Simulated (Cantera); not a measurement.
## Thermodynamics of hydrogen reduction and annealing atmospheres, feed V2O5 + H2

Charge: 1 mol V2O5, 12 mol H2, held at 2148.15 K.

Cantera equilibrium calculation (NASA polynomials, part measured and part estimated; ideal gas, pure solids and liquids). Candidate condensed phases: H2O, V, VO, V2O3, V2O4, V2O5; 12 gas species. Condensed phases not in the tables: the oxides between V2O3 and V2O5 other than VO2. The numbers say what is thermodynamically allowed, not how fast it happens.

From 0.0750 Torr to 0.510 Torr nothing is condensed. From 3.45 Torr to 7500 Torr the condensed part is V2O3(s). The main V-bearing gas is VO2 throughout.

| P (Pa) | x H2 | x H | x H2O | x VO2 | x VO | x OH | x O | x O2 | n V2O3(s) |
|---|---|---|---|---|---|---|---|---|---|
| 10 | 0.513 | 0.299 | 0.0605 | 0.114 | 0.00651 | 0.00453 | 0.00186 | 9.30e-5 | 0 |
| 68 | 0.662 | 0.130 | 0.0724 | 0.126 | 0.00770 | 0.00183 | 0.000254 | 1.18e-5 | 0 |
| 460 | 0.766 | 0.0538 | 0.131 | 0.0460 | 0.00181 | 0.00118 | 5.86e-5 | 4.24e-6 | 0.689 |
| 3200 | 0.811 | 0.0210 | 0.160 | 0.00711 | 0.000242 | 0.000532 | 9.72e-6 | 8.11e-7 | 0.955 |
| 22000 | 0.826 | 0.00808 | 0.165 | 0.00104 | 3.49e-5 | 0.000208 | 1.44e-6 | 1.22e-7 | 0.994 |
| 150000 | 0.830 | 0.00310 | 0.166 | 0.000153 | 5.12e-6 | 8.00e-5 | 2.11e-7 | 1.79e-8 | 0.999 |
| 1000000 | 0.832 | 0.00120 | 0.167 | 2.29e-5 | 7.68e-7 | 3.10e-5 | 3.16e-8 | 2.68e-9 | 1.000 |
x: gas mole fraction; n: condensed amount in mol.
